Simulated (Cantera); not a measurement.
Input: 1 mol SiCl4, 0.013 mol CH4, 14 mol H2, 0.44 mol HCl, equilibrated at 0.100 bar.

These are equilibrium values from Cantera (NASA tables, ideal gas, pure condensed phases), not measurements of a reactor. Candidate condensed phases: C, C6H6, C7H8, C8H18, Si, SiC; 109 gas species. Gases not in the tables: Si2H6 and higher silanes. Kinetics and transport are ignored.

Question: Which condensed phases are stable at each of these points (T (K)): 1098, 1248, 1398, 1548, 1698, 1848, 1998, 2148, 2298, 2448?

Answer: 
```
T (K)  condensed phases  Si condensed (%)
-----  ----------------  ----------------
1098             SiC(s)               1.3
1248             SiC(s)               1.3
1398             SiC(s)               1.3
1548             SiC(s)               1.3
1698             SiC(s)               1.3
1848             SiC(s)               1.3
1998             SiC(s)               1.3
2148             SiC(s)               1.1
2298           gas only               0.0
2448           gas only               0.0
```

From 1098 K to 2148 K the condensed part is SiC(s). From 2298 K to 2448 K nothing is condensed.
